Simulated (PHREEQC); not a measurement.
H2SO4 is added in steps, without added water, to 1 kg of water holding 26 mmol/kgw KOH and 0.054 mmol/kgw K3PO4, at 25 °C. O2 is buffered at 0.21 atm. No CO2 enters from the air. Nothing may precipitate in this run.

Base run: PHREEQC, ion-association model, wateq4f.dat. Each further column changes one thing. The table gives HPO4-2 (mol/kgw).

```tsv
H2SO4 added (mol)	base	database phreeqc.dat	metal-ligand complexes left out	all activity coefficients set to 1	Davies equation for every ion
0	1.72e-5	1.66e-5	1.73e-5	2.43e-5	1.69e-5
0.0024	1.94e-5	1.88e-5	1.95e-5	2.69e-5	1.91e-5
0.0048	2.24e-5	2.17e-5	2.26e-5	[?]	2.21e-5
0.0072	2.67e-5	2.60e-5	2.70e-5	3.43e-5	2.63e-5
0.0096	3.34e-5	3.26e-5	3.38e-5	[?]	3.30e-5
0.012	4.48e-5	4.44e-5	4.57e-5	4.73e-5	4.46e-5
0.0144	3.36e-9	3.36e-9	3.51e-9	[?]	3.47e-9
0.0168	9.86e-10	9.87e-10	1.03e-9	6.10e-10	1.03e-9
0.0192	5.14e-10	5.14e-10	5.38e-10	3.03e-10	5.38e-10
0.0216	3.26e-10	3.26e-10	3.40e-10	[?]	3.43e-10
0.024	2.29e-10	2.29e-10	2.39e-10	[?]	2.42e-10
```

Problem. Fill in the missing entries.

Solution. 
- 0.0048, all activity coefficients set to 1: 3.02e-5
- 0.0096, all activity coefficients set to 1: 3.98e-5
- 0.0144, all activity coefficients set to 1: 2.19e-9
- 0.0216, all activity coefficients set to 1: 1.84e-10
- 0.024, all activity coefficients set to 1: 1.24e-10

H3PO4, which wateq4f.dat lacks, is added to it with the constant of phreeqc.dat.  phreeqc.dat and wateq4f.dat share most of their constants, so their agreement is no independent check.
